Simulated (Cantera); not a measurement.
Cantera run, input and output.

```python
import numpy as np
import cantera as ct

gas = ct.Solution("gri30.yaml")
gas.TPX = 1650, 40000, {'CO': 1, 'H2': 1.4, 'CH4': 0.19, 'O2': 3.85, 'N2': 14.5}
reactor = ct.IdealGasReactor(gas, energy="on", clone=False)
net = ct.ReactorNet([reactor])
net.rtol, net.atol = 1e-08, 1e-16
show = ['CO', 'H2', 'CH4', 'NO', 'O', 'HO2']
times = np.geomspace(2e-06, 0.1, 10)

steps = ct.SolutionArray(gas, extra=["t"])
rows = []
print(f"{'t/s':>10s}{'T/K':>9s}{'P/Pa':>11s}" + "".join(f"{s:>11s}" for s in show))
for t in times:
    while net.time < t:
        t_next = net.step()
        steps.append(gas.state, t=t_next)
    rows.append([np.interp(t, steps.t, y) for y in (steps.T, steps.P, *steps(*show).X.T)])
    print(f"{t:10.3e}{rows[-1][0]:9.1f}{rows[-1][1]:11.4g}" + "".join(f"{x:11.3e}" for x in rows[-1][2:]))
rate = np.gradient(steps.T, steps.t)
print("integrator steps:", len(steps.t))
if steps.T.max() > steps.T[0] + 200:
    print(f"time of steepest temperature rise: {steps.t[rate.argmax()]:.4e} s")
gas.TPX = 1650, 40000, {'CO': 1, 'H2': 1.4, 'CH4': 0.19, 'O2': 3.85, 'N2': 14.5}
gas.equilibrate("UV")
print(f"equilibrium (UV): T = {gas.T:.1f} K  " + "  ".join(f"{s} {gas[s].X[0]:.3e}" for s in show))
```

Result:

```
       t/s      T/K       P/Pa         CO         H2        CH4         NO          O        HO2
 2.000e-06   1650.0      4e+04  4.776e-02  6.686e-02  9.073e-03  3.998e-15  1.513e-07  3.442e-07
 6.655e-06   1650.0      4e+04  4.776e-02  6.685e-02  9.072e-03  1.115e-13  1.358e-06  1.106e-06
 2.214e-05   1650.7  4.002e+04  4.772e-02  6.581e-02  8.779e-03  5.342e-11  2.202e-04  7.308e-06
 7.368e-05   1936.9  4.692e+04  3.023e-02  7.643e-03  9.521e-18  8.490e-06  3.377e-02  8.281e-06
 2.452e-04   2215.5  5.278e+04  2.037e-02  6.428e-03  1.505e-18  7.961e-05  2.590e-02  5.203e-06
 8.158e-04   2523.0  5.896e+04  1.352e-02  3.472e-03  1.413e-18  7.975e-04  1.266e-02  6.404e-06
 2.714e-03   2588.4  6.021e+04  1.101e-02  2.718e-03  1.764e-18  4.248e-03  9.532e-03  8.432e-06
 9.032e-03   2578.5  5.993e+04  1.071e-02  2.652e-03  1.647e-18  1.177e-02  8.946e-03  8.056e-06
 3.005e-02   2571.3  5.974e+04  1.049e-02  2.606e-03  1.565e-18  1.710e-02  8.544e-03  7.791e-06
 1.000e-01   2570.9  5.972e+04  1.048e-02  2.603e-03  1.560e-18  1.740e-02  8.522e-03  7.776e-06
integrator steps: 1400
time of steepest temperature rise: 3.3470e-05 s
equilibrium (UV): T = 2570.9 K  CO 1.048e-02  H2 2.603e-03  CH4 2.310e-18  NO 1.740e-02  O 8.522e-03  HO2 7.776e-06
```

Model: GRI-Mech 3.0 (53 species, 325 reactions), integrated in Cantera.
